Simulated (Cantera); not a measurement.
An isothermal, constant-pressure homogeneous reactor starts with 0.302 % CO, 2.04 % O2, 8.80 % H2O, 88.9 % N2, equivalence ratio 0.074, at 1475 K and 0.651 atm.

Model: GRI-Mech 3.0 (53 species, 325 reactions), integrated in Cantera.

x: mole fraction; the columns are a selection and need not sum to one.

| t (s) | x CO | x O2 | x H2O | x H2O2 | x OH |
|---|---|---|---|---|---|
| 2.00e-5 | 0.00302 | 0.0204 | 0.0880 | 1.68e-11 | 3.81e-9 |
| 7.23e-5 | 0.00302 | 0.0204 | 0.0880 | 7.86e-11 | 2.03e-8 |
| 0.000262 | 0.00302 | 0.0204 | 0.0880 | 2.30e-10 | 1.64e-7 |
| 0.000946 | 0.00301 | 0.0204 | 0.0880 | ___ | 8.39e-6 |
| 0.00342 | 0.000350 | 0.0191 | 0.0873 | ___ | 0.000635 |
| 0.0124 | 5.55e-6 | 0.0189 | 0.0880 | ___ | 0.000162 |
| 0.0447 | 3.72e-7 | 0.0189 | 0.0881 | ___ | 6.17e-5 |
| 0.162 | 1.04e-7 | 0.0189 | 0.0881 | ___ | 3.78e-5 |
| 0.585 | 9.10e-8 | 0.0189 | 0.0881 | 1.77e-9 | 3.59e-5 |
| 2.11 | 9.10e-8 | 0.0189 | 0.0881 | 1.77e-9 | 3.59e-5 |
| 7.65 | 9.10e-8 | 0.0189 | 0.0881 | 1.77e-9 | 3.59e-5 |
| 27.7 | 9.10e-8 | 0.0189 | 0.0881 | 1.77e-9 | 3.59e-5 |
| 100 | 9.10e-8 | 0.0189 | 0.0881 | 1.77e-9 | 3.59e-5 |

Q: Some entries are withheld; supply them.

A: 
- 0.000946, x H2O2: 1.67e-9
- 0.00342, x H2O2: 1.76e-7
- 0.0124, x H2O2: 2.43e-8
- 0.0447, x H2O2: 4.62e-9
- 0.162, x H2O2: 1.93e-9
